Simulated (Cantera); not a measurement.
Low-pressure radical oxidation in H2/O2

A perfectly stirred reactor is fed with H2 : O2 = 0.095 : 1 (molar parts), at 0.0128 atm; it is held at 1125 K, and followed from long to short residence time.

Computed with Cantera and GRI-Mech 3.0 (53 species, 325 reactions). Radical loss at walls, strong at low pressure, is not modelled. The temperature is held fixed by assumption; the heat of reaction is taken as removed at once.

| τ (s) | x H2 | x O2 | x H2O | x HO2 | x OH | x H |
|---|---|---|---|---|---|---|
| 11 | 8.16e-5 | 0.909 | 0.0903 | 1.26e-6 | 0.000481 | 2.87e-5 |
| 4.0 | 0.000153 | 0.908 | 0.0901 | 1.90e-6 | 0.000676 | 7.85e-5 |
| 1.4 | 0.000290 | 0.907 | 0.0897 | 2.74e-6 | 0.000963 | 0.000221 |
| 0.50 | 0.000537 | 0.905 | 0.0889 | 3.70e-6 | 0.00136 | 0.000602 |
| 0.18 | 0.000978 | 0.901 | 0.0874 | 4.68e-6 | 0.00191 | 0.00157 |
| 0.063 | 0.00180 | 0.894 | 0.0846 | 5.57e-6 | 0.00267 | 0.00394 |
| 0.022 | 0.00327 | 0.884 | 0.0795 | 6.19e-6 | 0.00361 | 0.00864 |
| 0.0079 | 0.00596 | 0.875 | 0.0723 | 6.45e-6 | 0.00464 | 0.0150 |
| 0.0028 | 0.0116 | 0.871 | 0.0627 | 6.44e-6 | 0.00574 | 0.0203 |
| 0.0010 | 0.0238 | 0.875 | 0.0495 | 6.07e-6 | 0.00653 | 0.0208 |
| 0.00035 | 0.0499 | 0.890 | 0.0276 | 5.05e-6 | 0.00547 | 0.0130 |
x: mole fraction; the columns are a selection and need not sum to one.
